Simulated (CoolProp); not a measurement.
Computed with CoolProp (reference Helmholtz-energy equation of state, Schmidt 1985). Above 300 K oxygen's equation is extrapolated.

Q: For oxygen, give the phase and the cp (kJ/(kg K)), Joule-Thomson coefficient (K/MPa), conductivity (mW/(m K)) at 774.2 K and 0.0184 MPa.

A: 
- 774.2 K and 0.0184 MPa: gas; cp 1.05, Joule-Thomson coefficient -0.0270, conductivity 58.5

Thermal conductivity comes from a separate model (Lemmon 2004).
